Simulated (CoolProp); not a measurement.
Aqueous propylene glycol as a coolant, at 31 °C, 1 atm.

Values from CoolProp's Melinder's fits for secondary coolants.

| mass % | freezing point (°C) | Prandtl number | viscosity (mPa s) | conductivity (W/(m K)) | cp (kJ/(kg K)) |
|---|---|---|---|---|---|
| 4.3 | -1.0 | 6.33 | 0.904 | 0.591 | 4.138 |
| 10.1 | -2.9 | 7.94 | ? | 0.557 | 4.088 |
| 15.9 | -5.3 | 9.93 | 1.29 | 0.525 | 4.038 |
| 21.7 | -8.0 | 12.5 | 1.55 | 0.495 | 3.983 |
| 27.5 | -11.2 | ? | 1.87 | 0.465 | 3.918 |
| 33.3 | -15.0 | 20.0 | 2.28 | 0.438 | 3.842 |
| 39.1 | -19.7 | 25.4 | ? | 0.411 | 3.756 |
| 44.9 | -25.7 | 32.1 | 3.39 | ? | 3.661 |

Problem. Complete the blanks.

Solution. 
- 10.1, viscosity (mPa s): 1.08
- 27.5, Prandtl number: 15.8
- 39.1, viscosity (mPa s): 2.78
- 44.9, conductivity (W/(m K)): 0.386
